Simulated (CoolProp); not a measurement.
Vapour-liquid equilibrium of isopentane (1) + R365MFC (2) at 295 K; x and y are mole fractions of (1).

Values from CoolProp's multi-fluid Helmholtz-energy mixture model, Lemmon 2006 and Lemmon 2016; pair parameters Bell 2016.

```
x     bubble pressure, mixture model (bar)  bubble pressure, Raoult's law (bar)  y, mixture model  y, Raoult's law
----  ------------------------------------  -----------------------------------  ----------------  ---------------
0.05                                0.6256                               0.5150             0.235            0.080
0.15                                0.8001                               0.5471             0.447            0.225
0.25                                0.8994                               0.5792             0.541            0.354
0.35                                0.9522                               0.6113             0.590            0.470
0.45                                0.9788                               0.6435             0.621            0.574
0.55                                0.9919                               0.6756             0.643            0.668
0.65                                0.9972                               0.7077             0.665            0.753
0.75                                0.9937                               0.7398             0.697            0.831
0.85                                0.9699                               0.7720             0.754            0.903
0.95                                0.8955                               0.8041             0.877            0.969
```

The largest gap from Raoult's law is +55.8 % in bubble pressure, at x = 0.35. y crosses x between x = 0.65 and 0.75: the model has an azeotrope there.

Pair parameters are fitted to limited data, so mixtures are less certain than the pure fluids. With so large a gap from Raoult's law the liquid may split in two, which this calculation doesn't test in full.
